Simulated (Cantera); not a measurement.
Cantera run, input and output.

```python
import numpy as np
import cantera as ct

gas = ct.Solution("gri30.yaml")
gas.TPX = 1373, 13332, {'CH4': 0.023, 'H2': 1, 'H': 0.054}
reactor = ct.IdealGasConstPressureReactor(gas, energy="off", clone=False)
net = ct.ReactorNet([reactor])
net.rtol, net.atol = 1e-08, 1e-18
show = ['CH4', 'H2', 'H', 'CH3', 'C2H4']
times = np.geomspace(6e-05, 200, 13)

steps = ct.SolutionArray(gas, extra=["t"])
rows = []
print(f"{'t/s':>10s}{'T/K':>9s}{'P/Pa':>11s}" + "".join(f"{s:>11s}" for s in show))
for t in times:
    while net.time < t:
        t_next = net.step()
        steps.append(gas.state, t=t_next)
    rows.append([np.interp(t, steps.t, y) for y in (steps.T, steps.P, *steps(*show).X.T)])
    print(f"{t:10.3e}{rows[-1][0]:9.1f}{rows[-1][1]:11.4g}" + "".join(f"{x:11.3e}" for x in rows[-1][2:]))
rate = np.gradient(steps.T, steps.t)
print("integrator steps:", len(steps.t))
if steps.T.max() > steps.T[0] + 200:
    print(f"time of steepest temperature rise: {steps.t[rate.argmax()]:.4e} s")
gas.TPX = 1373, 13332, {'CH4': 0.023, 'H2': 1, 'H': 0.054}
gas.equilibrate("TP")
print(f"equilibrium (TP): T = {gas.T:.1f} K  " + "  ".join(f"{s} {gas[s].X[0]:.3e}" for s in show))
```

Result:

```
       t/s      T/K       P/Pa        CH4         H2          H        CH3       C2H4
 6.000e-05   1373.0  1.333e+04  1.732e-02  9.683e-01  1.065e-02  3.116e-03  1.288e-04
 2.098e-04   1373.0  1.333e+04  1.947e-02  9.762e-01  2.622e-03  1.017e-03  1.931e-04
 7.333e-04   1373.0  1.333e+04  2.023e-02  9.781e-01  6.824e-04  2.792e-04  2.329e-04
 2.564e-03   1373.0  1.333e+04  2.039e-02  9.786e-01  1.892e-04  7.828e-05  2.453e-04
 8.963e-03   1373.0  1.333e+04  2.042e-02  9.788e-01  5.455e-05  2.265e-05  2.336e-04
 3.133e-02   1373.0  1.333e+04  2.043e-02  9.788e-01  1.754e-05  7.292e-06  2.096e-04
 1.095e-01   1373.0  1.333e+04  2.043e-02  9.788e-01  9.309e-06  3.870e-06  1.758e-04
 3.830e-01   1373.0  1.333e+04  2.042e-02  9.788e-01  8.730e-06  3.629e-06  1.246e-04
 1.339e+00   1373.0  1.333e+04  2.040e-02  9.789e-01  8.659e-06  3.595e-06  9.779e-05
 4.681e+00   1373.0  1.333e+04  2.033e-02  9.789e-01  8.672e-06  3.587e-06  1.015e-04
 1.636e+01   1373.0  1.333e+04  2.009e-02  9.790e-01  8.724e-06  3.566e-06  1.161e-04
 5.721e+01   1373.0  1.333e+04  1.948e-02  9.793e-01  8.863e-06  3.511e-06  1.538e-04
 2.000e+02   1373.0  1.333e+04  1.870e-02  9.797e-01  9.049e-06  3.440e-06  2.019e-04
integrator steps: 1412
equilibrium (TP): T = 1373.0 K  CH4 1.854e-02  H2 9.798e-01  H 9.089e-06  CH3 3.426e-06  C2H4 2.117e-04
```

Detailed kinetics in Cantera: GRI-Mech 3.0 (53 species, 325 reactions). GRI-Mech 3.0 stops at C3 and has no aromatics, soot or wall deposition, so with more carbon than oxygen in the feed, carbon stays in small species such as C2H2 where larger ones or solid carbon would form.
